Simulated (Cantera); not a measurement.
**Diamond growth**

A diamond (100) surface in a fixed gas of H2 with x(CH4) = 0.0076, x(H) = 0.00058, x(CH3) = 3.4e-05, 0.0296 atm; coverages are run to steady state.

Detailed kinetics in Cantera: the Harris–Goodwin 1993 mechanism for the reconstructed diamond (100) surface.

| T (K) | growth (µm/h) | θ c6HH | θ c6H* | θ c6*H | θ c6** | θ c6HM |
|---|---|---|---|---|---|---|
| 900 | 0.286 | 0.656 | 0.00984 | 0.276 | 0.00389 | 0.0443 |
| 950 | 0.342 | 0.620 | 0.0134 | 0.319 | 0.00582 | 0.0319 |
| 1000 | 0.326 | 0.588 | 0.0176 | 0.360 | 0.00822 | 0.0191 |
| 1050 | 0.229 | 0.557 | 0.0222 | 0.397 | 0.0110 | 0.00854 |
| 1100 | 0.134 | 0.528 | 0.0269 | 0.426 | 0.0138 | 0.00302 |
| 1150 | 0.0845 | 0.502 | 0.0316 | 0.448 | 0.0164 | 0.000973 |
| 1200 | 0.0673 | 0.481 | 0.0362 | 0.463 | 0.0187 | 0.000313 |
| 1250 | 0.0621 | 0.466 | 0.0405 | 0.472 | 0.0205 | 0.000103 |
| 1300 | 0.0536 | 0.457 | 0.0446 | 0.476 | 0.0217 | 3.46e-5 |
| 1350 | 0.0359 | 0.454 | 0.0482 | 0.475 | 0.0225 | 1.20e-5 |
| 1400 | 0.0185 | 0.455 | 0.0514 | 0.471 | 0.0227 | 4.43e-6 |
θ: site fractions in the mechanism's names (c6HH fully hydrogenated, c6H* and c6*H radical sites, c6** diradical, c6HM methylated).
